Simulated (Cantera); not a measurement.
Input: 1 mol Si3N4, 0.031 mol H2O, 3.7 mol N2, a varied amount of N2O, equilibrated at 975 K and 67.0 mbar.

These are equilibrium values from Cantera (NASA tables, ideal gas, pure condensed phases), not measurements of a reactor. Candidate condensed phases: H2O, Si, SiO2, Si2N2O, Si3N4; 35 gas species. Kinetics and transport are ignored.

Q: Which condensed phases are stable at each of these points (n(N2O) (mol)): 0.56, 0.71, 0.91, 1.1, 1.5, 1.9, 2.4, 3?

A: 
```
n(N2O) (mol)            condensed phases  Si condensed (%)
------------  --------------------------  ----------------
0.56                Si2N2O(s) + Si3N4(s)             100.0
0.71                Si2N2O(s) + Si3N4(s)             100.0
0.91                Si2N2O(s) + Si3N4(s)             100.0
1.1                 Si2N2O(s) + Si3N4(s)             100.0
1.5           SiO2(β-quartz) + Si2N2O(s)             100.0
1.9           SiO2(β-quartz) + Si2N2O(s)             100.0
2.4           SiO2(β-quartz) + Si2N2O(s)             100.0
3             SiO2(β-quartz) + Si2N2O(s)             100.0
```

From 0.56 mol N2O to 1.1 mol N2O the condensed part is Si2N2O(s) + Si3N4(s). From 1.5 mol N2O to 3 mol N2O the condensed part is SiO2(β-quartz) + Si2N2O(s).
